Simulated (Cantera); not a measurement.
# Roasting and sulfation: MgO + SO3 + H2O + O2

Feed: 1 mol MgO, 0.29 mol SO3, 0.56 mol H2O, 1.2 mol O2, at 1275 °C and 0.220 bar.

Cantera equilibrium calculation (NASA polynomials, part measured and part estimated; ideal gas, pure solids and liquids). Candidate condensed phases: H2O, H2SO4, Mg, MgO, Mg(OH)2, MgS, MgSO4, S; 26 gas species. Equilibrium is a limit: real reactors are often held back by kinetics, nucleation or transport.

| Property | Value |
|---|---|
| x(O2) | 0.612 |
| x(H2O) | 0.255 |
| x(SO2) | 0.131 |
| x(SO3) | 0.00141 |
| x(OH) | 0.000358 |
| x(O) | 1.28e-5 |
| x(H2) | 2.45e-6 |
| n(MgO(s)) | 1.00 mol |
| gas amount | 2.194 mol |
| log10 activity of S(l) (absent) | -10.32 |
| log10 activity of Mg(l) (absent) | -14.07 |
